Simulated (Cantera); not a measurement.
An isothermal, constant-pressure homogeneous reactor starts with NO : N₂ = 1 : 0.58 (molar parts), at 1723 K and 100.0 Torr. Integrator tolerance rtol = 1e-08.

Computed with Cantera and GRI-Mech 3.0 (53 species, 325 reactions).

| quantity | before | after |
|---|---|---|
| x(NO) at 10.0 s | 0.521 (gas-phase equilibrium 0.00362) | 0.238 (gas-phase equilibrium 0.00362) |
| x(N₂) at 10.0 s | 0.423 (gas-phase equilibrium 0.682) | 0.564 (gas-phase equilibrium 0.682) |
| x(NO₂) at 10.0 s | 0.000292 (gas-phase equilibrium 4.79e-6) | 0.000689 (gas-phase equilibrium 1.32e-5) |
| x(N₂O) at 10.0 s | 9.71e-5 (gas-phase equilibrium 7.15e-8) | 2.18e-5 (gas-phase equilibrium 1.97e-7) |
| x(O) at 10.0 s | 4.00e-5 (gas-phase equilibrium 8.79e-5) | 2.54e-5 (gas-phase equilibrium 3.19e-5) |
| x(O₂) at 10.0 s | 0.0556 (gas-phase equilibrium 0.315) | 0.197 (gas-phase equilibrium 0.315) |

Which change was made?
A. N2 0.58 to 1.1 parts
B. pressure from 100.0 Torr to 9.75 Torr
C. pressure from 100.0 Torr to 20.0 Torr
D. pressure from 100.0 Torr to 760 Torr

D, pressure from 100.0 Torr to 760 Torr
